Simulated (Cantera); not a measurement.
A Cantera script and what it prints.

```python
import numpy as np
import cantera as ct

gas_names = [...]  # 113 gases of nasa_gas.yaml made of C, H, O, Ti
cond_names = """
    C(gr) C6H6(L) C7H8(L) C8H18(L),n-octa H2O(s) H2O(L) Ti(a) Ti(b) Ti(L) TiC(s) TiC(L) TiO(a) TiO(b)
    TiO(L) TiO2(ru) TiO2(L) Ti2O3(a) Ti2O3(b) Ti2O3(L) Ti3O5(a) Ti3O5(b) Ti3O5(L) Ti4O7(s) Ti4O7(L)
""".split()


# ... load() reads the species with a 1 bar reference pressure and builds the phases ...
atoms = {
    'TiO2': {'Ti': 1, 'O': 2},
    'C': {'C': 1},
    'H2': {'H': 2},
}
top_T = {'C(gr)': 4500}  # K; cautious upper limits of use, not melting points


# ... equilibrate(T, P, feed) seeds the gas with the atoms and calls Mixture.equilibrate('TP', solver="vcs", rtol=1e-11, max_steps=5000) ...
results = []
feed = {'TiO2': 1, 'C': 2.5, 'H2': 0.69}  # mol
P = 300  # Pa
for T in [1098, 1198, 1298, 1398, 1498, 1598, 1698, 1798, 1898, 1998, 2098, 2198, 2298, 2398]:
    mix = equilibrate(T, P, feed)
    results.append((T, P, feed, dict(zip(mix.species_names, mix.species_moles))))
    x = sorted(zip(gas.X, gas.species_names), reverse=True)
    print(f"T = {T:g} K  P = {P:g} Pa  gas = {mix.phase_moles(0):.4g} mol")
    print("   x: " + "  ".join(f"{s} {v:.3e}" for v, s in x if v > 1e-05))
    print("   condensed (mol): " + ("  ".join(f"{mix.phase(i).name} {mix.phase_moles(i):.4g}"
          for i in range(1, mix.n_phases) if mix.phase_moles(i) > 1e-12) or "none"))
```

Result:

```
T = 1098 K  P = 300 Pa  gas = 0.9399 mol
   x: H2 7.340e-01  CO 2.659e-01  CH4 5.906e-05  H2O 5.381e-05  CO2 1.936e-05
   condensed (mol): C(gr) 2.25  Ti4O7(s) 0.25
T = 1198 K  P = 300 Pa  gas = 1.263 mol
   x: H2 5.461e-01  CO 4.538e-01  H2O 1.974e-05  CH4 1.435e-05  CO2 1.201e-05
   condensed (mol): C(gr) 1.783  TiC(s) 0.144  Ti3O5(b) 0.2853
T = 1298 K  P = 300 Pa  gas = 2.39 mol
   x: CO 7.113e-01  H2 2.887e-01  CO2 2.081e-05  H2O 1.482e-05  H 1.051e-05
   condensed (mol): TiC(s) 0.8  Ti2O3(b) 0.09998
T = 1398 K  P = 300 Pa  gas = 2.39 mol
   x: CO 7.113e-01  H2 2.887e-01  H 4.641e-05  CO2 1.931e-05  H2O 1.695e-05
   condensed (mol): TiC(s) 0.8  Ti2O3(b) 0.09998
T = 1498 K  P = 300 Pa  gas = 2.39 mol
   x: CO 7.112e-01  H2 2.886e-01  H 1.685e-04  H2O 1.895e-05  CO2 1.810e-05
   condensed (mol): TiC(s) 0.8  Ti2O3(b) 0.09998
T = 1598 K  P = 300 Pa  gas = 2.391 mol
   x: CO 7.111e-01  H2 2.884e-01  H 5.218e-04  H2O 2.079e-05  CO2 1.711e-05
   condensed (mol): TiC(s) 0.8  Ti2O3(b) 0.09998
T = 1698 K  P = 300 Pa  gas = 2.392 mol
   x: CO 7.108e-01  H2 2.878e-01  H 1.416e-03  H2O 2.248e-05  CO2 1.628e-05
   condensed (mol): TiC(s) 0.8  Ti2O3(b) 0.09998
T = 1798 K  P = 300 Pa  gas = 2.444 mol
   x: CO 7.160e-01  H2 2.806e-01  H 3.405e-03  H2O 2.326e-05  CO2 1.557e-05
   condensed (mol): TiC(s) 0.75  TiO(b) 0.2499
T = 1898 K  P = 300 Pa  gas = 2.449 mol
   x: CO 7.145e-01  H2 2.779e-01  H 7.524e-03  TiO 3.931e-05  H2O 2.111e-05  CO2 1.291e-05
   condensed (mol): TiC(s) 0.75  TiO(b) 0.2499
T = 1998 K  P = 300 Pa  gas = 2.46 mol
   x: CO 7.115e-01  H2 2.729e-01  H 1.530e-02  TiO 2.280e-04  Ti 6.780e-05  H2O 1.908e-05  CO2 1.087e-05
   condensed (mol): TiC(s) 0.75  TiO(b) 0.2493
T = 2098 K  P = 300 Pa  gas = 2.48 mol
   x: CO 7.058e-01  H2 2.637e-01  H 2.885e-02  TiO 1.013e-03  Ti 5.585e-04  H2O 1.629e-05
   condensed (mol): TiC(s) 0.7493  TiO(L) 0.2468
T = 2198 K  P = 300 Pa  gas = 2.528 mol
   x: CO 6.942e-01  H2 2.477e-01  H 5.060e-02  TiO 3.789e-03  Ti 3.742e-03  H2O 1.340e-05
   condensed (mol): TiC(s) 0.7453  TiO(L) 0.2356
T = 2298 K  P = 300 Pa  gas = 2.668 mol
   x: CO 6.666e-01  H2 2.178e-01  H 8.161e-02  Ti 2.141e-02  TiO 1.256e-02  TiO2 1.892e-05  H2O 1.030e-05
   condensed (mol): TiC(s) 0.7215  TiO(L) 0.1878
T = 2398 K  P = 300 Pa  gas = 3.183 mol
   x: CO 5.985e-01  H2 1.594e-01  H 1.148e-01  Ti 9.745e-02  TiO 2.977e-02  TiO2 2.697e-05
   condensed (mol): TiC(s) 0.595
```

Method: chemical equilibrium by Gibbs-energy minimisation in Cantera with the NASA 1993 tables (ideal gas, pure condensed phases). Mutual solubility and eutectic melting of coexisting phases are not modelled. TiC, TiO: taken at fixed stoichiometry. Condensed phases not in the tables: Magnéli phases beyond Ti4O7, solid solutions among these carbides, nitrides and lower oxides.
